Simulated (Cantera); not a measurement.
## C2F6 + H2 (fluorocarbon and chlorocarbon gases)

Input: 1 mol C2F6, a varied amount of H2, held at 2875 K and 6.10 Pa.

These are equilibrium values from Cantera (NASA tables, ideal gas, pure condensed phases), not measurements of a reactor. Candidate condensed phases: C, C6H6, C7H8, C8H18; 95 gas species. The feed counts by its element totals alone. Rates play no part.

From 0.52 mol H2 to 7 mol H2 nothing is condensed. The main C-bearing gas is C3 at 0.52 mol H2 and C at 7 mol H2.

| n(H2) (mol) | log p F | log p H | log p HF | log p C | log p C3 | log p CF | log p C2 |
|---|---|---|---|---|---|---|---|
| 0.52 | -4.37 | -5.33 | -5.44 | -5.32 | -5.56 | -5.90 | -6.08 |
| 1.5 | -4.49 | -4.89 | -5.12 | -5.35 | -5.65 | -6.06 | -6.14 |
| 2.4 | -4.59 | -4.72 | -5.05 | -5.38 | -5.73 | -6.19 | -6.20 |
| 3.3 | -4.68 | -4.61 | -5.03 | -5.40 | -5.82 | -6.30 | -6.25 |
| 4.2 | -4.76 | -4.55 | -5.04 | -5.43 | -5.89 | -6.41 | -6.30 |
| 5.2 | -4.83 | -4.49 | -5.06 | -5.46 | -5.98 | -6.51 | -6.36 |
| 6.1 | -4.89 | -4.46 | -5.09 | -5.48 | -6.04 | -6.59 | -6.40 |
| 7 | -4.94 | -4.43 | -5.11 | -5.50 | -6.11 | -6.66 | -6.45 |
log p: log10 of the partial pressure in bar; nothing condenses.
